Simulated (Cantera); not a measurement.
**Nitride etching: BN + NF₃ + H₂**

Input: 1 mol BN, 12 mol NF₃, 21 mol H₂, held at 1048 K and 14.0 Pa.

Equilibrium computed with Cantera from the NASA thermochemical tables; the gas is ideal and each condensed phase is pure. Candidate condensed phases: B, BN; 31 gas species. Kinetics and transport are ignored.

The x(HF) is 0.733. The x(N₂) comes out as 0.144. The x(H₂) is 0.1000. The x(BF₃) comes out as 0.0222 and the gas amount is 45.00 mol. The log10 activity of B(s) (absent) is -12.66.
